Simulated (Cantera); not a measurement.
A freely propagating, adiabatic, planar premixed flame of CH4 : H2 : O2 : N2 = 1 : 0.25 : 2.19 : 8.24 (molar parts), unburnt at 523 K and 3000 Torr; mixture-averaged transport, grid criteria slope 0.08 and curve 0.16, no radiation.

Model: GRI-Mech 3.0 (53 species, 325 reactions), integrated in Cantera. Burning velocities carry a grid error of a few per cent, more on coarse grids.

Q: Predict: laminar burning velocity; thermal thickness; peak x(C2H2); peak x(C2H4); peak x(O).

A: 
| Quantity | Result |
|---|---|
| laminar burning velocity | 68.4 cm/s |
| thermal thickness | 0.119 mm |
| peak x(C2H2) | 0.000125 |
| peak x(C2H4) | 0.000514 |
| peak x(O) | 0.00246 |
